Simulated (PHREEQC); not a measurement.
1.8 g of hydrous ferric oxide (600 m²/g; 0.2 weak and 0.005 strong sites per Fe, Dzombak-Morel constants, diffuse double layer) in 1 kg of water with 0.1 mol/kgw of an inert sodium salt and 0.0088 mmol/kgw CaCl2, at 25 °C; the pH is set by adding NaOH or the inert anion's acid. O2 is buffered at 0.21 atm. CO2 from the air is kept out. Precipitation was switched off in this run.

All values are PHREEQC results (ion-association model, wateq4f.dat), not measurements.

```csv
pH,Ca sorbed (%),surface charge σ (C/m²),surface potential ψ (mV)
3,0.0,0.363,152
3.5,0.0,0.350,151
4,0.0,0.321,146
4.5,0.0,0.273,138
5,0.0,0.215,126
5.5,0.0,0.159,111
6,0.2,0.112,93
6.5,0.8,0.074,74
7,4.6,0.045,52
7.5,22.7,0.022,29
8,65.2,0.004,6
8.5,92.4,-0.014,-19
9,98.7,-0.034,-42
```

The oxide is taken as insoluble; below pH 4 it would dissolve.
